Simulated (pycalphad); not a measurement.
An equivalent pycalphad script:

```python
from pycalphad import Database, equilibrium, calculate, variables as v
import numpy as np
db = Database('COST507.tdb')
comps = ['AL', 'SI', 'C', 'VA']
phases = ['AL4C3', 'AL4SIC4', 'AL8SIC7', 'CSI', 'DIAMOND_A4', 'FCC_A1', 'GRAPHITE', 'LIQUID']
eq = equilibrium(db, comps, phases, {v.X('SI'): 0.0032, v.X('C'): 0.0058, v.T: np.arange(1850, 499, -75), v.P: 101325, v.N: 1}, output=['HM', 'SM'])
```

Source of the numbers: pycalphad with the COST 507 light-alloy database (1999); pressure 1 atm. The data set is of 1999 and partly superseded. Amounts are mole fractions of atoms. Kinetics are ignored, which matters at the lower temperatures.

Results at three of the temperatures:

```
T = 1850.00 K, P = 101325 Pa, N = 1 mol of atoms
G = -114494 J/mol, H = 58669 J/mol, S = 93.60 J/(mol K)  (SER reference)
chemical potentials (J/mol): Al -114538, Si -183795, C -68706
phase             fraction      x(Al)      x(Si)       x(C)
LIQUID              0.9991     0.9914     0.0032     0.0054
AL4C3               0.0009     0.5713   0.000156     0.4286
```

```
T = 950.00 K, P = 101325 Pa, N = 1 mol of atoms
G = -39320 J/mol, H = 28817 J/mol, S = 71.72 J/(mol K)  (SER reference)
chemical potentials (J/mol): Al -39059, Si -63650, C -70515
phase             fraction      x(Al)      x(Si)       x(C)
LIQUID              0.9865     0.9968     0.0032   1.18e-09
AL4C3               0.0135     0.5714   7.76e-05     0.4286
```

```
T = 800.00 K, P = 101325 Pa, N = 1 mol of atoms
G = -30436 J/mol, H = 13437 J/mol, S = 54.84 J/(mol K)  (SER reference)
chemical potentials (J/mol): Al -30189, Si -30847, C -72296
phase             fraction      x(Al)      x(Si)       x(C)
FCC_A1              0.9867     0.9976     0.0024   3.02e-13
AL8SIC7             0.0133     0.5000     0.0625     0.4375
```

Changes of the phase set, refined by bisection:

| T (°C) | phases above | phases below |
|---|---|---|
| 658.4 | AL4C3 + liquid | AL4C3 + fcc + liquid |
| 654.6 | AL4C3 + fcc + liquid | AL8SIC7 + fcc + liquid |
| 646.1 | AL8SIC7 + fcc + liquid | AL8SIC7 + fcc |
| 395.9 | AL8SIC7 + fcc | AL8SIC7 + diamond (Si) + fcc |

Database names, with the compositions (at.%) that they take in these runs: AL4C3: Al 57 C 43; AL8SIC7: Al 50 C 44 Si 6. FCC_A1 is fcc.
